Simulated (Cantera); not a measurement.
NO annealing gas

An isothermal, constant-pressure homogeneous reactor starts with NO : N₂ = 1 : 0.63 (molar parts), at 2000 K and 1330 Pa.

Model: GRI-Mech 3.0 (53 species, 325 reactions), integrated in Cantera. Radical loss at walls, strong at low pressure, is not modelled.

```
t (s)      x NO   x N₂      x O₂     x N₂O       x O    x NO₂
--------  -----  -----  --------  --------  --------  -------
0.000300  0.613  0.387   3.27e-9   1.74e-6   1.75e-6  2.40e-9
0.000708  0.613  0.387   1.83e-8   4.08e-6   4.16e-6  1.30e-8
0.00167   0.613  0.387   1.03e-7   9.48e-6   9.94e-6  6.88e-8
0.00395   0.613  0.387   5.88e-7   2.16e-5   2.41e-5  3.37e-7
0.00932   0.613  0.387   3.49e-6   4.66e-5   6.02e-5  1.43e-6
0.0220    0.613  0.387   2.25e-5   8.98e-5  0.000156  4.71e-6
0.0520    0.613  0.387  0.000152  0.000134  0.000383  1.06e-5
0.123     0.611  0.388  0.000856  0.000138  0.000698  1.57e-5
0.290     0.606  0.390   0.00326  0.000126  0.000864  1.95e-5
0.684     0.593  0.396   0.00951  0.000116  0.000990  2.56e-5
1.61      0.561  0.412    0.0255   9.65e-5   0.00124  3.66e-5
3.81      0.479  0.453    0.0663   6.23e-5   0.00170  5.08e-5
9.00      0.301  0.542     0.155   2.10e-5   0.00238  5.02e-5
```
x: mole fraction; the columns are a selection and need not sum to one.

Equilibrium at this temperature and pressure: NO 0.00859, N₂ 0.688, O₂ 0.300, N₂O 5.21e-8, O 0.00319, NO₂ 2.04e-6 (gas phase only).
